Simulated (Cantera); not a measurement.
A perfectly stirred reactor is fed with 15.2 % CH4, 17.9 % O2, 67.0 % N2, equivalence ratio 1.7, at 7500 Torr; it is adiabatic with a 800 K inlet, and is followed from long to short residence time, starting on the burning branch (τ in s: 0.036, 0.014, 0.0057, 0.0022, 0.00088, 0.00035, 0.00014, 5.4e-05, 2.2e-05, 8.5e-06, 3.4e-06).

Computed with Cantera and GRI-Mech 3.0 (53 species, 325 reactions).

One state of this run: T (K) = 2157; x CH4 = 0.00291; x O2 = 0.000296; x OH = 0.000103; x CH2O = 7.10e-6; x H = 0.000507. x: mole fraction; the columns are a selection and need not sum to one.

Problem. Which value of τ (s) does it belong to?
(A) 5.4e-5
(B) 0.00088
(C) 0.0057
(D) 0.036

Solution. C, 0.0057
